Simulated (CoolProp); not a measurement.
Vapour-liquid equilibrium of R22 (1) + R11 (2) at 0.0236 MPa; x and y are mole fractions of (1).

Model: multi-fluid Helmholtz-energy mixture model, Kamei 1995 and Jacobsen 1992; pair parameters Bell 2016, in CoolProp.

**Question.** Give the bubble temperature and the first vapour's composition at x = 0.275, 0.35, 0.425. Is there an azeotrope?

**Answer.** x = 0.275: 219.8 K, y = 0.931; x = 0.35: 217.0 K, y = 0.947; x = 0.425: 214.9 K, y = 0.958. No azeotrope shows between x = 0.05 and 0.95.

Pair parameters are fitted to limited data, so mixtures are less certain than the pure fluids.
